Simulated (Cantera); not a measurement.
Cantera run:

```python
import numpy as np
import cantera as ct

gas_names = """
    H HO2 H2 H2O H2O2 O OH O2 O3 P PH PH3 PO PO2 P2 P4 P4O10
""".split()
cond_names = """
    H2O(s) H2O(L) P(cr) P(L) P4O10(s)
""".split()


# ... load() reads the species with a 1 bar reference pressure and builds the phases ...
atoms = {
    'PH3': {'P': 1, 'H': 3},
    'H2O': {'H': 2, 'O': 1},
}
top_T = {'P4O10(s)': 690}  # K; cautious upper limits of use, not melting points


# ... equilibrate(T, P, feed) seeds the gas with the atoms and calls Mixture.equilibrate('TP', solver="vcs", rtol=1e-11, max_steps=5000) ...
results = []
feed = {'PH3': 1, 'H2O': 0.24}  # mol
P = 133.322  # Pa
for T in [2648, 2698, 2748, 2798, 2848, 2898, 2948, 2998, 3048, 3098, 3148, 3198]:
    mix = equilibrate(T, P, feed)
    results.append((T, P, feed, dict(zip(mix.species_names, mix.species_moles))))

top = {s: max(r[3][s] / sum(r[3][g] for g in gas_names) for r in results) for s in gas_names}
cols = sorted((s for s in top if top[s] > 0.0001), key=lambda s: -top[s])[:6]
seen = [c for c in cond_names if any(r[3].get(c, 0) > 1e-12 for r in results)]
print("log10 of partial pressures in bar; condensed amounts in mol")
print(f"{'T/K':>10s}" + "".join(f"{s[:9]:>10s}" for s in cols + seen))
for T, P, feed, n in results:
    ng = sum(n[g] for g in gas_names)
    print(f"{T:10.4g}" + "".join(f"{np.log10(max(n[s] / ng * P / 1e5, 1e-99)):10.3f}" for s in cols)
          + "".join(f"{n.get(c, 0):10.4g}" for c in seen))
```

It prints:

```
log10 of partial pressures in bar; condensed amounts in mol
       T/K         H        H2         P        PO        P2         O
      2648    -3.118    -3.571    -3.856    -4.057    -4.137    -6.127
      2698    -3.086    -3.674    -3.810    -4.077    -4.227    -5.971
      2748    -3.061    -3.785    -3.771    -4.096    -4.327    -5.814
      2798    -3.042    -3.903    -3.739    -4.114    -4.434    -5.657
      2848    -3.027    -4.025    -3.714    -4.132    -4.548    -5.500
      2898    -3.017    -4.149    -3.693    -4.150    -4.666    -5.346
      2948    -3.010    -4.275    -3.676    -4.170    -4.786    -5.197
      2998    -3.005    -4.401    -3.662    -4.193    -4.906    -5.054
      3048    -3.002    -4.526    -3.649    -4.221    -5.025    -4.920
      3098    -3.000    -4.649    -3.637    -4.256    -5.141    -4.797
      3148    -2.999    -4.771    -3.626    -4.299    -5.255    -4.687
      3198    -2.999    -4.890    -3.616    -4.351    -5.365    -4.590
```

Equilibrium computed with Cantera from the NASA thermochemical tables; the gas is ideal and each condensed phase is pure. Gases not in the tables: HPO2, HPO3 and P4O6.
